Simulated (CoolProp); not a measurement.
The fluid at 293.15 K and 2.96 MPa (gas) is heated at constant pressure to 352.4 K. The same conditions are run with several fluids, on thermodynamics alone (safety and materials aside).

The numbers come from the reference Helmholtz-energy equation of state of each fluid (oxygen: Schmidt 1985; carbon dioxide: Span 1996; ethylene: Smukala 2000; nitrous oxide: Lemmon 2006; carbon monoxide: Lemmon 2006) in CoolProp.

```csv
fluid,heat (kJ/kg),final density (kg/m³)
oxygen,[?],32.5
carbon dioxide,[?],48.7
ethylene,[?],31.6
nitrous oxide,66.8,[?]
carbon monoxide,[?],28.2
```

Problem. Some entries are withheld; supply them.

Solution. 
- oxygen, heat (kJ/kg): 57.0
- carbon dioxide, heat (kJ/kg): 64.6
- ethylene, heat (kJ/kg): 116
- nitrous oxide, final density (kg/m³): 49.3
- carbon monoxide, heat (kJ/kg): 64.4

Above 300 K oxygen's equation is extrapolated.
